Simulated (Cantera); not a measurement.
An isothermal, constant-pressure homogeneous reactor starts with CH₄ : O₂ : N₂ = 0.0033 : 0.006 : 1 (molar parts), equivalence ratio 1.1, at 1200 K and 13.0 bar.

Computed with Cantera and GRI-Mech 3.0 (53 species, 325 reactions). The pressure lies above the range GRI-Mech 3.0 was tuned for (to about 10 atm).

One state of this run: x CH₄ = 2.95e-7; x O₂ = 2.58e-8; x H = 5.63e-9; x NO = 1.10e-8; x CH₂ = <1e-12; x H₂ = 0.000462; x C₂H₂ = 1.96e-9. x: mole fraction; the columns are a selection and need not sum to one.

### Question
Which value of t (s) does it belong to?
A) 0.323
B) 3.59
C) 0.00868
D) 40.0

### Answer
B, 3.59
